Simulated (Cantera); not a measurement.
Charge: 1 mol trisilylamine, 0.15 mol NH3, 38 mol N2, equilibrated at 1675 K and 45.0 Pa.

Cantera equilibrium calculation (NASA polynomials, part measured and part estimated; ideal gas, pure solids and liquids). Candidate condensed phases: Si, Si3N4; 18 gas species. The feed counts by its element totals alone. The tables' values for SiN are old estimates; treat these amounts as uncertain. Kinetics and transport are ignored.

Base state: N2 0.889, H2 0.108, H 0.00180, Si 0.000964, Si2N 2.29e-5, SiN 1.27e-5, SiH 1.13e-5 (mole fractions); condensed: Si(s).

Problem. What changes in the equilibrium state with this change: temperature from 1675 K to 1898.15 K?

Solution. 
```tsv
species	before	after
N2	0.889	0.861
H2	0.108	0.0995
Si	0.000964	0.0274
H	0.00180	0.0116
Si2	3.76e-6	0.000219
Si3	9.30e-7	4.94e-5
SiN	1.27e-5	0.000181
SiH	1.13e-5	0.000160
Si2N	2.29e-5	0.000262
Si(s), mol	2.95	0
Si(l), mol	0	1.71
```
